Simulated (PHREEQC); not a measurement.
Dissolve 1.94 mmol/kgw HCl, 16.6 mmol/kgw FeCl3 and 0.098 mmol/kgw MnSO4 at 25 °C. Closed to the air; pH follows from the charge balance.

Model: ion-association model, phreeqc.dat, run in PHREEQC.

* **pH**: 2.15
* **ionic strength**: 0.0837 mol/kgw
* **total alkalinity**: -35.1 meq/kg

```tsv
species	molality	activity	log γ
Cl-	0.0477	0.0371	-0.108
H+	0.00843	0.00702	-0.080
Fe+3	0.00644	0.00124	-0.716
FeCl+2	0.00349	0.00139	-0.400
FeOH+2	0.00286	0.00114	-0.400
Fe2(OH)2+4	0.00148	3.49e-5	-1.626
FeCl2+	0.000290	0.000231	-0.100
Fe3(OH)4+5	0.000136	3.92e-7	-2.541
```

Precipitation was switched off in this run. Examples of supersaturated solids here: Hematite (slow to form), Goethite (slow to form). Others may be too.
